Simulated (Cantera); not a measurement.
A perfectly stirred reactor is fed with CH₃OH : O₂ : N₂ = 1 : 2.34 : 8.81 (molar parts), equivalence ratio 0.64, at 910000 Pa; it is adiabatic with a 350 K inlet, and is followed from long to short residence time, starting on the burning branch (τ in s: 0.047, 0.023, 0.012, 0.006, 0.003, 0.0015, 0.00077, 0.00039, 0.0002, 9.9e-05, 5e-05).

Computed with Cantera and GRI-Mech 3.0 (53 species, 325 reactions). GRI-Mech 3.0 was tuned for natural gas; its chemistry of methanol as a main component is partial and can be far from experiment.

**Question.** What does this change do: pressure from 910000 Pa to 320000 Pa?

**Answer.** 
```csv
quantity,before,after
"blow-out, bracketed by the residence times tried","burning at 0.200 ms, out at 99.0 µs","burning at 0.200 ms, out at 99.0 µs"
x(CH₃OH) at τ = 47.0 ms,2.35e-6,3.75e-6
x(O₂) at τ = 47.0 ms,0.0663,0.0663
x(HO₂) at τ = 47.0 ms,2.18e-6,2.52e-6
x(H₂O₂) at τ = 47.0 ms,1.85e-7,1.56e-7
x(HCO) at τ = 47.0 ms,9.52e-9,2.71e-8
x(CH₃OH) at τ = 1.50 ms,3.30e-5,4.08e-5
x(O₂) at τ = 1.50 ms,0.0671,0.0675
x(HO₂) at τ = 1.50 ms,1.79e-5,2.22e-5
x(H₂O₂) at τ = 1.50 ms,7.41e-7,6.39e-7
x(HCO) at τ = 1.50 ms,3.02e-7,8.46e-7
```
